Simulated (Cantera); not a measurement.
## Silicon epitaxy and polysilicon growth: Si2Cl6 + HCl + N2

Charge: 1 mol Si2Cl6, 0.95 mol HCl, 140 mol N2, held at 66.0 mbar.

Equilibrium computed with Cantera from the NASA thermochemical tables; the gas is ideal and each condensed phase is pure. Candidate condensed phases: NH4Cl, Si, Si3N4; 28 gas species. The feed counts by its element totals alone. N2 is the only nitrogen source here; it is nearly inert below about 1500 K, so the nitride shown seldom forms there in practice. The tables' values for SiCl3 are old estimates; treat these amounts as uncertain. Kinetics and transport are ignored.

| T (K) | x N2 | x SiCl4 | x HCl | x SiCl2 | x SiCl3 | n Si3N4(s) |
|---|---|---|---|---|---|---|
| 975 | 0.983 | 0.0106 | 0.00639 | 8.35e-8 | 5.60e-6 | 0.163 |
| 1025 | 0.983 | 0.0106 | 0.00642 | 4.55e-7 | 1.52e-5 | 0.163 |
| 1075 | 0.983 | 0.0106 | 0.00644 | 2.11e-6 | 3.76e-5 | 0.163 |
| 1125 | 0.983 | 0.0105 | 0.00645 | 8.52e-6 | 8.54e-5 | 0.163 |
| 1175 | 0.983 | 0.0105 | 0.00647 | 3.04e-5 | 0.000180 | 0.161 |
| 1225 | 0.983 | 0.0103 | 0.00648 | 9.69e-5 | 0.000355 | 0.158 |
| 1275 | 0.983 | 0.00996 | 0.00648 | 0.000279 | 0.000654 | 0.150 |
| 1325 | 0.982 | 0.00938 | 0.00648 | 0.000730 | 0.00112 | 0.134 |
| 1375 | 0.982 | 0.00838 | 0.00647 | 0.00173 | 0.00177 | 0.102 |
| 1425 | 0.980 | 0.00684 | 0.00645 | 0.00365 | 0.00252 | 0.0475 |
| 1475 | 0.979 | 0.00557 | 0.00648 | 0.00543 | 0.00298 | 0 |
| 1525 | 0.979 | 0.00542 | 0.00656 | 0.00542 | 0.00314 | 0 |
| 1575 | 0.979 | 0.00527 | 0.00660 | 0.00542 | 0.00330 | 0 |
| 1625 | 0.979 | 0.00505 | 0.00662 | 0.00548 | 0.00345 | 0 |
x: gas mole fraction; n: condensed amount in mol.

From 975 K to 1425 K the condensed part is Si3N4(s). From 1475 K to 1625 K nothing is condensed. The main Si-bearing gas is SiCl4 at 975 K and SiCl2 at 1625 K.
